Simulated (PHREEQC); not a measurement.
## Polishing slurry liquid: an equilibrium model

Consider water at 80 °C with 0.0038 mol HNO3 and 0.023 mol KH2PO4 per kg of water. Closed to the air; pH follows from the charge balance.

Computed with PHREEQC (ion-association model, phreeqc.dat).

Precipitation was switched off in this run.

**Question.** Predict the pH.

**Answer.** pH 3.16.

**Question.** In which forms is P present?

**Answer.** H2PO4- 87 %, H3PO4 13 % of the P.

Species that the database lacks are ignored. Constants without temperature data keep their 25 °C values here.
